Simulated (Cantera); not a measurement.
Charge: 1 mol SiH4, 0.12 mol C2H2, 300 mol H2, at 0.133 bar.

Cantera equilibrium calculation (NASA polynomials, part measured and part estimated; ideal gas, pure solids and liquids). Candidate condensed phases: C, C6H6, C7H8, C8H18, Si, SiC; 87 gas species. Mutual solubility and eutectic melting of coexisting phases are not modelled. Gases not in the tables: Si2H6 and higher silanes. Kinetics and transport are ignored.

Question: Which condensed phases are stable at each of these points (T (°C)): 752, 852, 952, 1052, 1152, 1252, 1352, 1452, 1552, 1652, 1752, 1852?

Answer: 
```tsv
T (°C)	condensed phases	Si condensed (%)
752	Si(s) + SiC(s)	100.0
852	Si(s) + SiC(s)	100.0
952	Si(s) + SiC(s)	100.0
1052	Si(s) + SiC(s)	100.0
1152	Si(s) + SiC(s)	100.0
1252	Si(s) + SiC(s)	99.9
1352	Si(s) + SiC(s)	99.7
1452	Si(l) + SiC(s)	99.1
1552	Si(l) + SiC(s)	97.4
1652	Si(l) + SiC(s)	92.6
1752	Si(l) + SiC(s)	78.8
1852	Si(l) + SiC(s)	41.8
```

From 752 °C to 1352 °C the condensed part is Si(s) + SiC(s). From 1452 °C to 1852 °C the condensed part is Si(l) + SiC(s).
